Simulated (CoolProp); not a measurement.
Properties of oxygen along the isotherm 360.5 K (Tc = 154.6 K, pc = 50.46 bar, ω = 0.022).

Model: reference Helmholtz-energy equation of state, Schmidt 1985, in CoolProp. Above 300 K oxygen's equation is extrapolated.

```
p (bar)          phase  density (kg/m³)  isothermal compressibility (1/MPa)  viscosity (µPa s)  fugacity coefficient
-------  -------------  ---------------  ----------------------------------  -----------------  --------------------
6.31               gas            6.744                               1.586               24.0                0.9989
12.6               gas            13.48                              0.7952                ___                0.9978
18.9               gas            20.24                              0.5305               24.2                0.9968
25.2               gas            27.01                              0.3981               24.3                0.9958
31.5               gas            33.79                              0.3186               24.5                0.9949
37.8               gas            40.57                              0.2656               24.6                0.9940
44.2               gas            47.47                              0.2272                ___                0.9931
50.5     supercritical            54.27                              0.1988                ___                0.9923
56.8     supercritical            61.07                              0.1767               25.0                0.9915
63.1     supercritical            67.86                              0.1590                ___                0.9907
69.4     supercritical            74.66                              0.1445               25.3                0.9900
75.7     supercritical            81.45                              0.1323               25.4                0.9894
```

Q: What belongs in the gaps?

A: 
- 12.6, viscosity (µPa s): 24.1
- 44.2, viscosity (µPa s): 24.7
- 50.5, viscosity (µPa s): 24.9
- 63.1, viscosity (µPa s): 25.1

Viscosity comes from a separate model (Lemmon 2004).
